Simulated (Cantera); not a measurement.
A closed system holds: 1 mol ZrO₂, 6 mol H₂, 3.2 mol H₂O, equilibrated at 23.0 Pa.

These are equilibrium values from Cantera (NASA tables, ideal gas, pure condensed phases), not measurements of a reactor. Candidate condensed phases: H₂O, Zr, ZrO₂; 12 gas species. Equilibrium is a limit: real reactors are often held back by kinetics, nucleation or transport.

Which condensed phases are stable at each of these points (T (K)): 1348, 1398, 1448, 1498, 1548, 1598, 1648, 1698, 1748, 1798, 1848, 1898, 1948, 1998?


```json
[
 {"T (K)": "1348", "condensed phases": "ZrO₂(monoclinic)", "Zr condensed (%)": "100.0"},
 {"T (K)": "1398", "condensed phases": "ZrO₂(monoclinic)", "Zr condensed (%)": "100.0"},
 {"T (K)": "1448", "condensed phases": "ZrO₂(monoclinic)", "Zr condensed (%)": "100.0"},
 {"T (K)": "1498", "condensed phases": "ZrO₂(tetragonal)", "Zr condensed (%)": "100.0"},
 {"T (K)": "1548", "condensed phases": "ZrO₂(tetragonal)", "Zr condensed (%)": "100.0"},
 {"T (K)": "1598", "condensed phases": "ZrO₂(tetragonal)", "Zr condensed (%)": "100.0"},
 {"T (K)": "1648", "condensed phases": "ZrO₂(tetragonal)", "Zr condensed (%)": "100.0"},
 {"T (K)": "1698", "condensed phases": "ZrO₂(tetragonal)", "Zr condensed (%)": "100.0"},
 {"T (K)": "1748", "condensed phases": "ZrO₂(tetragonal)", "Zr condensed (%)": "100.0"},
 {"T (K)": "1798", "condensed phases": "ZrO₂(tetragonal)", "Zr condensed (%)": "100.0"},
 {"T (K)": "1848", "condensed phases": "ZrO₂(tetragonal)", "Zr condensed (%)": "100.0"},
 {"T (K)": "1898", "condensed phases": "ZrO₂(tetragonal)", "Zr condensed (%)": "100.0"},
 {"T (K)": "1948", "condensed phases": "ZrO₂(tetragonal)", "Zr condensed (%)": "100.0"},
 {"T (K)": "1998", "condensed phases": "ZrO₂(tetragonal)", "Zr condensed (%)": "100.0"}
]
```

From 1348 K to 1448 K the condensed part is ZrO₂(monoclinic). From 1498 K to 1998 K the condensed part is ZrO₂(tetragonal).
